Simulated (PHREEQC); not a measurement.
A solution holds 0.0081 mol/kgw ZnCl2, at 11 °C. Closed to the air; pH follows from the charge balance.

Equilibrium calculation in PHREEQC: ion-association model, phreeqc.dat.

```csv
quantity,before,after
pH,5.72,5.01
ionic strength (mol/kgw),0.0241,0.0212
```

**Question.** What was changed between the two runs?
A. ZnCl2 from 0.0081 to 0.0405 mol/kgw
B. diluted 100-fold with water
C. ZnCl2 replaced by PbCl2 at the same molality
D. temperature from 11 to 20 °C
E. diluted 2-fold with water

**Answer.** C, ZnCl2 replaced by PbCl2 at the same molality

No solid was allowed to form. Away from 25 °C the constants follow the database's enthalpies or fits; those with neither stay at their 25 °C values.
